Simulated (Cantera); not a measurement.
Input: 1 mol CuF2, 1.6 mol H2, 17 mol N2, held at 2.10 Pa.

These are equilibrium values from Cantera (NASA tables, ideal gas, pure condensed phases), not measurements of a reactor. Candidate condensed phases: Cu, CuF2; 25 gas species. Kinetics and transport are ignored. All values below are at 1750 K.

Base state: N2 0.822, HF 0.0966, Cu 0.0483, H2 0.0250, H 0.00803, CuF 8.73e-5 (mole fractions); condensed: gas only.

Question: What changes in the equilibrium state with this change: H2 from 1.6 to 10 mol?

Answer: 
| species | before | after |
|---|---|---|
| N2 | 0.822 | 0.578 |
| H2 | 0.0250 | 0.292 |
| HF | 0.0966 | 0.0680 |
| H | 0.00803 | 0.0274 |
| Cu | 0.0483 | 0.0340 |
| CuF | 8.73e-5 | 1.27e-5 |
